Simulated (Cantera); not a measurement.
Input: 1 mol BN, 32 mol HCl, held at 1648 K and 57.0 Pa.

Equilibrium computed with Cantera from the NASA thermochemical tables; the gas is ideal and each condensed phase is pure. Candidate condensed phases: B, BN, NH₄Cl; 21 gas species. The tables' values for BCl, BCl₂ are old estimates; treat these amounts as uncertain. Gases not in the tables: BHCl₂. The numbers say what is thermodynamically allowed, not how fast it happens.

What is the equilibrium state?


| Quantity | Value |
|---|---|
| x(HCl) | 0.892 |
| x(H₂) | 0.0485 |
| x(BCl₃) | 0.0264 |
| x(N₂) | 0.0155 |
| x(Cl) | 0.0119 |
| x(BCl) | 0.00234 |
| x(BCl₂) | 0.00217 |
| x(H) | 0.000822 |
| x(Cl₂) | 3.81e-6 |
| gas amount | 32.32 mol |
| log10 activity of B(s) (absent) | -1.95 |
